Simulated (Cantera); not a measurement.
An isothermal, constant-pressure homogeneous reactor starts with 35.7 % C₂H₆, 64.3 % N₂, at 1400 K and 17000 Pa.

Cantera simulation using GRI-Mech 3.0 (53 species, 325 reactions); the numbers are that mechanism's predictions, not measurements. GRI-Mech 3.0 stops at C3 and has no aromatics, soot or wall deposition, so with more carbon than oxygen in the feed, carbon stays in small species such as C2H2 where larger ones or solid carbon would form.

Predict: x(C₂H₆) at 4.00 s; x(H) at 4.00 s; x(CH₃) at 4.00 s; x(C₂H₄) at 4.00 s; x(CH₄) at 4.00 s; x(C₂H₂) at 4.00 s.


```json
{
  "x(C₂H₆) at 4.00 s": "1.55e-5 (gas-phase equilibrium 9.03e-6)",
  "x(H) at 4.00 s": "5.45e-6 (gas-phase equilibrium 7.23e-6)",
  "x(CH₃) at 4.00 s": "2.32e-5 (gas-phase equilibrium 1.51e-5)",
  "x(C₂H₄) at 4.00 s": "0.00855 (gas-phase equilibrium 0.00734)",
  "x(CH₄) at 4.00 s": "0.0712 (gas-phase equilibrium 0.0388)",
  "x(C₂H₂) at 4.00 s": "0.181 (gas-phase equilibrium 0.142)"
}
```
